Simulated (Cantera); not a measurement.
A freely propagating, adiabatic, planar premixed flame of CH4 : O2 : N2 = 1 : 2.99 : 11.2 (molar parts), unburnt at 323 K and 143 Torr; mixture-averaged transport, grid criteria slope 0.08 and curve 0.16, no radiation.

Cantera simulation using GRI-Mech 3.0 (53 species, 325 reactions); the numbers are that mechanism's predictions, not measurements. Burning velocities carry a grid error of a few per cent, more on coarse grids.

x: mole fraction of selected species; z is measured from the peak of heat release.

```csv
z (mm),T (K),u (m/s),x CH4,x O2,x HCN,x OH,x CO,x C2H6
-6.87,323,0.378,0.0658,0.197,<1e-8,<1e-8,8.78e-7,<1e-8
-4.58,324,0.379,0.0657,0.197,<1e-8,<1e-8,1.25e-5,6.88e-8
-3.43,329,0.385,0.0654,0.196,<1e-8,1.31e-8,9.03e-5,8.27e-7
-2.29,374,0.439,0.0629,0.193,<1e-8,5.19e-7,0.000932,1.70e-5
-1.14,719,0.852,0.0451,0.168,2.74e-8,3.46e-5,0.00925,0.000309
-0.572,1064,1.27,0.0254,0.136,7.10e-8,0.000237,0.0199,0.000387
0,___,1.66,___,___,___,___,___,___
0.572,1512,1.81,0.000549,0.0807,9.83e-8,0.00371,0.0255,1.70e-7
1.14,1551,1.85,2.59e-5,0.0740,3.59e-8,0.00459,0.0183,<1e-8
2.29,1597,1.89,8.81e-8,0.0698,<1e-8,0.00513,0.0105,<1e-8
4.58,1655,1.95,<1e-8,0.0675,<1e-8,0.00519,0.00597,<1e-8
9.16,1713,2.02,<1e-8,0.0662,<1e-8,0.00465,0.00397,<1e-8
18.3,1760,2.07,<1e-8,0.0655,<1e-8,___,___,<1e-8
```

Fill in the missing entries.


- 0, T (K): 1385
- 0, x CH4: 0.00645
- 0, x O2: 0.100
- 0, x HCN: 1.33e-7
- 0, x OH: 0.00168
- 0, x CO: 0.0291
- 0, x C2H6: 3.96e-5
- 18.3, x OH: 0.00365
- 18.3, x CO: 0.00228
